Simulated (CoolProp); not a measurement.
Oxygen at 144.35 K and 0.48 MPa is throttled through a valve to 0.205 MPa with no heat exchange. Each further row changes one setting.

The numbers come from the reference Helmholtz-energy equation of state, Schmidt 1985 in CoolProp.

| case | temperature change (K) | final density (kg/m³) |
|---|---|---|
| as stated | -2.7 | 5.67 |
| outlet pressure 0.0615 MPa | -4.2 | 1.70 |
| outlet pressure 0.267 MPa | -2.1 | 7.39 |
